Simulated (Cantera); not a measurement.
Moist CO burnout

A perfectly stirred reactor is fed with 0.683 % CO, 1.40 % O2, 4.31 % H2O, 93.6 % N2, equivalence ratio 0.24, at 0.990 bar; it is held at 1300 K, and followed from long to short residence time.

Model: GRI-Mech 3.0 (53 species, 325 reactions), integrated in Cantera.

| τ (s) | x CO | x O2 | x H2O | x OH | x NO | x HO2 |
|---|---|---|---|---|---|---|
| 1.4 | 4.60e-5 | 0.0107 | 0.0432 | 3.89e-5 | 1.70e-7 | 2.55e-7 |
| 0.57 | 8.42e-5 | 0.0107 | 0.0432 | 5.19e-5 | 1.50e-7 | 4.39e-7 |
| 0.23 | 0.000154 | 0.0107 | 0.0431 | 6.94e-5 | 1.20e-7 | 7.35e-7 |
| 0.097 | 0.000273 | 0.0108 | 0.0431 | 9.11e-5 | 9.42e-8 | 1.14e-6 |
| 0.040 | 0.000486 | 0.0109 | 0.0431 | 0.000120 | 7.74e-8 | 1.69e-6 |
| 0.017 | 0.000836 | 0.0111 | 0.0430 | 0.000154 | 7.07e-8 | 2.31e-6 |
| 0.0069 | 0.00144 | 0.0114 | 0.0429 | 0.000196 | 6.98e-8 | 2.98e-6 |
| 0.0028 | 0.00240 | 0.0119 | 0.0427 | 0.000238 | 6.49e-8 | 3.59e-6 |
| 0.0012 | 0.00364 | 0.0125 | 0.0426 | 0.000262 | 4.59e-8 | 4.03e-6 |
| 0.00049 | 0.00514 | 0.0132 | 0.0426 | 0.000238 | 1.60e-8 | 4.20e-6 |
| 0.00020 | 0.00639 | 0.0138 | 0.0429 | 0.000122 | 1.00e-9 | 3.58e-6 |
x: mole fraction; the columns are a selection and need not sum to one.
